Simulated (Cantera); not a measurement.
A diamond (100) surface in a fixed gas of H2 with x(CH4) = 0.0029, x(H) = 0.0013, x(CH3) = 4.1e-05, at 1250 K; coverages are run to steady state.

Computed with Cantera and the Harris–Goodwin 1993 mechanism for the reconstructed diamond (100) surface.

One state of this run: growth (µm/h) = 0.721; θ c6HH = 0.434; θ c6H* = 0.0424; θ c6*H = 0.494; θ c6** = 0.0281; θ c6HM = 0.000495. θ: site fractions in the mechanism's names (c6HH fully hydrogenated, c6H* and c6*H radical sites, c6** diradical, c6HM methylated).

### Question
Which value of P (Pa) does it belong to?
A) 7600
B) 5300
C) 11000
D) 1800

### Answer
C, 11000
